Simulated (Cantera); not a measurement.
An isothermal, constant-pressure homogeneous reactor starts with 17.8 % H₂, 59.2 % O₂, 23.1 % N₂, at 975 K and 660 Pa.

Detailed kinetics in Cantera: GRI-Mech 3.0 (53 species, 325 reactions). Radical loss at walls, strong at low pressure, is not modelled. The temperature is held fixed by assumption; the heat of reaction is taken as removed at once.

x: mole fraction; the columns are a selection and need not sum to one.

```json
[
 {"t (s)": "0.000600", "x H₂": "0.178", "x O₂": "0.592", "x H": "1.89e-10", "x NO": "<1e-12", "x O": "6.12e-11", "x OH": "2.57e-11"},
 {"t (s)": "0.00165", "x H₂": "0.178", "x O₂": "0.592", "x H": "1.82e-9", "x NO": "<1e-12", "x O": "7.54e-10", "x OH": "2.81e-10"},
 {"t (s)": "0.00456", "x H₂": "0.178", "x O₂": "0.592", "x H": "4.64e-7", "x NO": "<1e-12", "x O": "1.97e-7", "x OH": "(withheld)"},
 {"t (s)": "0.0126", "x H₂": "0.0450", "x O₂": "0.532", "x H": "0.0676", "x NO": "1.55e-8", "x O": "0.0223", "x OH": "(withheld)"},
 {"t (s)": "0.0346", "x H₂": "0.00533", "x O₂": "0.532", "x H": "0.0305", "x NO": "3.29e-7", "x O": "0.0196", "x OH": "(withheld)"},
 {"t (s)": "0.0955", "x H₂": "0.00102", "x O₂": "0.549", "x H": "0.00211", "x NO": "4.19e-7", "x O": "0.00351", "x OH": "(withheld)"},
 {"t (s)": "0.263", "x H₂": "8.70e-5", "x O₂": "0.552", "x H": "4.52e-5", "x NO": "4.21e-7", "x O": "0.000286", "x OH": "(withheld)"},
 {"t (s)": "0.726", "x H₂": "8.72e-6", "x O₂": "0.552", "x H": "1.58e-6", "x NO": "4.20e-7", "x O": "3.06e-5", "x OH": "(withheld)"},
 {"t (s)": "2.00", "x H₂": "1.31e-6", "x O₂": "0.552", "x H": "1.12e-7", "x NO": "4.20e-7", "x O": "5.25e-6", "x OH": "(withheld)"}
]
```

Complete the blanks.


- 0.00456, x OH: 7.28e-8
- 0.0126, x OH: 0.00466
- 0.0346, x OH: 0.00270
- 0.0955, x OH: 0.00108
- 0.263, x OH: 0.000285
- 0.726, x OH: 9.36e-5
- 2.00, x OH: 3.89e-5
